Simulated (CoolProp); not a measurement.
Vapour-liquid equilibrium of n-pentane (1) + the fluoroketone C6F12O (FK-5-1-12) (2) at 0.227 MPa; x and y are mole fractions of (1).

Values from CoolProp's multi-fluid Helmholtz-energy mixture model, Thol 2019 and McLinden 2015; pair parameters Bell 2016.

Problem. Give the bubble temperature and the first vapour's composition at x = 0.25, 0.55, 0.75. Is there an azeotrope?

Solution. x = 0.25: 331.4 K, y = 0.503; x = 0.55: 326.9 K, y = 0.645; x = 0.75: 326.9 K, y = 0.685. y crosses x between x = 0.65 and 0.75: the model has an azeotrope there.

The pair parameters rest on a limited set of measurements; away from them the model extrapolates.
